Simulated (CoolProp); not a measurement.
The fluid at 293.15 K and 0.884 MPa is throttled through a valve to 0.256 MPa with no heat exchange. The same conditions are run with several fluids, on thermodynamics alone (safety and materials aside).

Model: reference Helmholtz-energy equation of state of each fluid (carbonyl sulfide: Lemmon 2006; CH3F (R41): Lemmon 2006; hydrogen sulfide: Lemmon 2006; oxygen: Schmidt 1985; methane: Setzmann 1991), in CoolProp.

Task: Rank carbonyl sulfide, CH3F (R41), hydrogen sulfide, oxygen, methane by temperature change (K), highest first.

Result: oxygen (-1.7), methane (-2.9), hydrogen sulfide (-11.9), CH3F (R41) (-12.5), carbonyl sulfide (-14.8)

```tsv
fluid	final density (kg/m³)
carbonyl sulfide	6.89
CH3F (R41)	3.83
hydrogen sulfide	3.82
oxygen	3.39
methane	1.71
```
